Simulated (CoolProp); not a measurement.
Model: reference Helmholtz-energy equation of state, Lemmon 2005, in CoolProp. It is a short technical equation, of lower accuracy than the large ones.

Question: Give the vapour pressure (MPa), liquid density (kg/m³), enthalpy of vaporisation (kJ/kg), liquid cp (kJ/(kg K)) of saturated 1-butene at 294.7 K.

Answer: 
| T (K) | p (MPa) | liquid density (kg/m³) | enthalpy of vaporisation (kJ/kg) | liquid cp (kJ/(kg K)) |
|---|---|---|---|---|
| 294.7 | 0.267 | 592 | 364 | 2.29 |
